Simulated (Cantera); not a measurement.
Feed: 1 mol SiH4, 1.8 mol HCl, 120 mol N2, at 823.15 K and 1.00 Torr.

Equilibrium computed with Cantera from the NASA thermochemical tables; the gas is ideal and each condensed phase is pure. Candidate condensed phases: NH4Cl, Si, Si3N4; 28 gas species. N2 is the only nitrogen source here; it is nearly inert below about 1500 K, so the nitride shown seldom forms there in practice. The numbers say what is thermodynamically allowed, not how fast it happens.

Base state: N2 0.969, H2 0.0163, HCl 0.0146, SiCl4 1.39e-5 (mole fractions); condensed: Si3N4(s).

**Question.** What changes in the equilibrium state with this change: SiH4 replaced by SiHCl3?

**Answer.** 
```
species         before    after
-------------  -------  -------
N2               0.969    0.974
HCl             0.0146   0.0196
SiCl4          1.39e-5  0.00486
H2              0.0163  0.00158
Si3N4(s), mol    0.333    0.134
```
